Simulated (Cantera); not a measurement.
A freely propagating, adiabatic, planar premixed flame of H2 : O2 : N2 = 1 : 0.82 : 3.08 (molar parts), equivalence ratio 0.61, unburnt at 675 K and 1000000 Pa; mixture-averaged transport, grid criteria slope 0.08 and curve 0.16, no radiation.

Detailed kinetics in Cantera: the H2/O2 subset of GRI-Mech 3.0, which has no nitrogen chemistry. The hydrogen kinetics of GRI-Mech 3.0 are dated; newer H2 mechanisms differ, most at raised pressure. Burning velocities carry a grid error of a few per cent, more on coarse grids. Lean hydrogen flames are cellular in practice and burn faster than this planar one.

Q: What does this change do: inlet temperature 675 to 425 K?

A: 
```csv
quantity,before,after
laminar burning velocity,251 cm/s,52.1 cm/s
thermal thickness,0.0307 mm,0.0492 mm
peak x(HO2),0.00101,0.000741
peak x(H),0.00382,0.00102
peak x(H2O2),0.000231,0.000365
```

Q: What does this change do: 0.25 parts H2O added?

A: 
```tsv
quantity	before	after
laminar burning velocity	251 cm/s	149 cm/s
thermal thickness	0.0307 mm	0.0383 mm
peak x(HO2)	0.00101	0.000921
peak x(H)	0.00382	0.00177
peak x(H2O2)	0.000231	0.000352
```
